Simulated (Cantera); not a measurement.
A Cantera script and its output.

```python
import numpy as np
import cantera as ct

gas = ct.Solution("gri30.yaml")
gas.TPX = 1375, 270000, {'CH4': 0.0027, 'O2': 0.024, 'N2': 1}
reactor = ct.IdealGasConstPressureReactor(gas, energy="off", clone=False)
net = ct.ReactorNet([reactor])
net.rtol, net.atol = 1e-08, 1e-18
show = ['CH4', 'O2', 'C2H2', 'O', 'HCN', 'H']
times = np.geomspace(4e-06, 30, 9)

steps = ct.SolutionArray(gas, extra=["t"])
rows = []
print(f"{'t/s':>10s}{'T/K':>9s}{'P/Pa':>11s}" + "".join(f"{s:>11s}" for s in show))
for t in times:
    while net.time < t:
        t_next = net.step()
        steps.append(gas.state, t=t_next)
    rows.append([np.interp(t, steps.t, y) for y in (steps.T, steps.P, *steps(*show).X.T)])
    print(f"{t:10.3e}{rows[-1][0]:9.1f}{rows[-1][1]:11.4g}" + "".join(f"{x:11.3e}" for x in rows[-1][2:]))
rate = np.gradient(steps.T, steps.t)
print("integrator steps:", len(steps.t))
if steps.T.max() > steps.T[0] + 200:
    print(f"time of steepest temperature rise: {steps.t[rate.argmax()]:.4e} s")
gas.TPX = 1375, 270000, {'CH4': 0.0027, 'O2': 0.024, 'N2': 1}
gas.equilibrate("TP")
print(f"equilibrium (TP): T = {gas.T:.1f} K  " + "  ".join(f"{s} {gas[s].X[0]:.3e}" for s in show))
```

Output:

```
       t/s      T/K       P/Pa        CH4         O2       C2H2          O        HCN          H
 4.000e-06   1375.0    2.7e+05  2.630e-03  2.338e-02  4.512e-24  9.288e-11  4.055e-22  2.032e-10
 2.894e-05   1375.0    2.7e+05  2.630e-03  2.338e-02  4.943e-20  4.595e-10  2.969e-20  2.886e-10
 2.093e-04   1375.0    2.7e+05  2.630e-03  2.338e-02  3.224e-16  9.606e-10  2.206e-18  4.727e-10
 1.514e-03   1375.0    2.7e+05  2.627e-03  2.337e-02  4.021e-12  7.774e-09  2.685e-16  2.688e-09
 1.095e-02   1375.0    2.7e+05  6.261e-14  1.840e-02  7.239e-19  4.548e-05  3.416e-10  4.466e-06
 7.925e-02   1375.0    2.7e+05  8.067e-21  1.811e-02  9.588e-24  2.451e-07  1.671e-12  1.822e-09
 5.733e-01   1375.0    2.7e+05 -3.875e-21  1.812e-02  2.609e-24  5.285e-08  6.489e-14  1.813e-10
 4.147e+00   1375.0    2.7e+05  2.777e-21  1.812e-02  1.610e-24  5.248e-08  8.143e-15  1.796e-10
 3.000e+01   1375.0    2.7e+05  1.461e-21  1.812e-02  5.119e-26  5.248e-08  5.296e-16  1.796e-10
integrator steps: 1983
equilibrium (TP): T = 1375.0 K  CH4 9.302e-35  O2 1.801e-02  C2H2 2.204e-46  O 5.233e-08  HCN 6.427e-24  H 1.799e-10
```

Detailed kinetics in Cantera: GRI-Mech 3.0 (53 species, 325 reactions).
